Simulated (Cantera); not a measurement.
Charge: 1 mol Si₂Cl₆, 0.39 mol HCl, 170 mol N₂, held at 1002 °C.

Equilibrium computed with Cantera from the NASA thermochemical tables; the gas is ideal and each condensed phase is pure. Candidate condensed phases: NH₄Cl, Si, Si₃N₄; 28 gas species. The feed counts by its element totals alone. N₂ is the only nitrogen source here; it is nearly inert below about 1500 K, so the nitride shown seldom forms there in practice. The tables' values for SiCl₃ are old estimates; treat these amounts as uncertain. Kinetics and transport are ignored.

log p: log10 of the partial pressure in bar; n: condensed amount in mol.

| P (Pa) | log p N₂ | log p SiCl₄ | log p SiCl₂ | log p HCl | n Si₃N₄(s) |
|---|---|---|---|---|---|
| 100 | -3.01 | -5.31 | -5.31 | ___ | 0 |
| 300 | -2.53 | -4.74 | -5.07 | ___ | 0.0611 |
| 880 | -2.06 | -4.20 | -4.95 | ___ | 0.113 |
| 2600 | -1.59 | -3.69 | -4.85 | ___ | 0.139 |
| 7700 | -1.12 | -3.20 | -4.77 | ___ | 0.152 |
| 23000 | -0.64 | -2.71 | -4.68 | ___ | 0.159 |
| 68000 | -0.17 | -2.23 | -4.60 | ___ | 0.162 |
| 200000 | 0.30 | -1.76 | -4.52 | ___ | 0.163 |

**Question.** What belongs in the gaps?

**Answer.** 
- 100, log p HCl: -5.65
- 300, log p HCl: -5.17
- 880, log p HCl: -4.70
- 2600, log p HCl: -4.23
- 7700, log p HCl: -3.76
- 23000, log p HCl: -3.29
- 68000, log p HCl: -2.82
- 200000, log p HCl: -2.35
